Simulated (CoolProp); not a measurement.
Properties of methane along the isotherm 208.4 K.

Values from CoolProp's reference Helmholtz-energy equation of state, Setzmann 1991.

```json
[
 {"p (kPa)": "821", "phase": "gas", "Z": "0.9530", "Joule-Thomson coefficient (K/MPa)": "8.744", "viscosity (µPa s)": "8.25", "fugacity coefficient": "0.9548"},
 {"p (kPa)": "1640", "phase": "gas", "Z": "0.9032", "Joule-Thomson coefficient (K/MPa)": "8.848", "viscosity (µPa s)": "8.40", "fugacity coefficient": "0.9104"},
 {"p (kPa)": "2460", "phase": "gas", "Z": "0.8495", "Joule-Thomson coefficient (K/MPa)": "8.916", "viscosity (µPa s)": "8.63", "fugacity coefficient": "0.8666"},
 {"p (kPa)": "3290", "phase": "gas", "Z": "0.7904", "Joule-Thomson coefficient (K/MPa)": "8.920", "viscosity (µPa s)": "8.98", "fugacity coefficient": "0.8229"},
 {"p (kPa)": "4110", "phase": "gas", "Z": "0.7257", "Joule-Thomson coefficient (K/MPa)": "8.812", "viscosity (µPa s)": "9.50", "fugacity coefficient": "0.7800"},
 {"p (kPa)": "4930", "phase": "supercritical", "Z": "0.6526", "Joule-Thomson coefficient (K/MPa)": "8.496", "viscosity (µPa s)": "10.3", "fugacity coefficient": "0.7374"},
 {"p (kPa)": "5750", "phase": "supercritical", "Z": "0.5684", "Joule-Thomson coefficient (K/MPa)": "7.788", "viscosity (µPa s)": "11.6", "fugacity coefficient": "0.6947"},
 {"p (kPa)": "6570", "phase": "supercritical", "Z": "0.4752", "Joule-Thomson coefficient (K/MPa)": "6.403", "viscosity (µPa s)": "13.8", "fugacity coefficient": "0.6519"},
 {"p (kPa)": "7390", "phase": "supercritical", "Z": "0.4033", "Joule-Thomson coefficient (K/MPa)": "4.512", "viscosity (µPa s)": "17.0", "fugacity coefficient": "0.6101"},
 {"p (kPa)": "8210", "phase": "supercritical", "Z": "0.3794", "Joule-Thomson coefficient (K/MPa)": "3.120", "viscosity (µPa s)": "20.0", "fugacity coefficient": "0.5721"},
 {"p (kPa)": "9030", "phase": "supercritical", "Z": "0.3800", "Joule-Thomson coefficient (K/MPa)": "2.307", "viscosity (µPa s)": "22.3", "fugacity coefficient": "0.5392"},
 {"p (kPa)": "9860", "phase": "supercritical", "Z": "0.3902", "Joule-Thomson coefficient (K/MPa)": "1.791", "viscosity (µPa s)": "24.2", "fugacity coefficient": "0.5108"},
 {"p (kPa)": "10700", "phase": "supercritical", "Z": "0.4049", "Joule-Thomson coefficient (K/MPa)": "1.434", "viscosity (µPa s)": "25.8", "fugacity coefficient": "0.4862"},
 {"p (kPa)": "11500", "phase": "supercritical", "Z": "0.4210", "Joule-Thomson coefficient (K/MPa)": "1.186", "viscosity (µPa s)": "27.2", "fugacity coefficient": "0.4661"}
]
```

Viscosity comes from a separate model (Quiñones-Cisneros 2006).
